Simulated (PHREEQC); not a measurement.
Make-up at 30 °C: 0.0015 mol/kgw TMAH, 0.0011 mol/kgw K2SO4 and 0.00031 mol/kgw KH2PO4. Closed to the air; pH follows from the charge balance.

The numbers come from PHREEQC with the ion-association model, phreeqc.dat.

No solid was allowed to form.

Problem. Order these P species by the share of P that they hold, largest first: HPO4-2, PO4-3, KHPO4-.

Solution. HPO4-2 (94 %), PO4-3 (5.2 %), KHPO4- (0.34 %)

The pH is 10.87 and the ionic strength 0.00542 mol/kgw. (CH3)4N+ isn't in the database: it is added as a free cation with an ion size of 4 Å.
